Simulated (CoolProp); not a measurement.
Vapour-liquid equilibrium of benzene (1) + n-dodecane (2) at 505.7 K; x and y are mole fractions of (1).

Computed with CoolProp (multi-fluid Helmholtz-energy mixture model, Thol 2012 and Lemmon 2004; pair parameters Bell 2016).

### Question
Give the bubble pressure and the first vapour's composition at x = 0.5, 0.65, 0.725. Is there an azeotrope?

### Answer
x = 0.5: 1.033 MPa, y = 0.900; x = 0.65: 1.372 MPa, y = 0.940; x = 0.725: 1.555 MPa, y = 0.955. No azeotrope shows between x = 0.05 and 0.95.

Pair parameters are fitted to limited data, so mixtures are less certain than the pure fluids.
